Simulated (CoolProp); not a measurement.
Water at several states: Z from the reference equation and from simpler models built on Tc = 373.9 °C, pc = 22060 kPa, ω = 0.344; each cubic takes its own stable root.

Values from CoolProp's reference Helmholtz-energy equation of state, Wagner 2002.

```csv
T (°C),p (kPa),phase,reference,Pitzer virial,van der Waals,Redlich-Kwong,Soave-Redlich-Kwong,Peng-Robinson
144.35,10.6,gas,0.9991,0.9992,0.9996,0.9995,0.9994,0.9993
572.25,19100,gas,0.8924,0.8916,0.8574,0.8655,0.9021,0.8812
360.95,3640,gas,0.9367,0.9378,0.9461,0.9379,0.9371,0.9307
173.65,123,gas,0.9919,0.9926,0.9961,0.9947,0.9938,0.9936
```
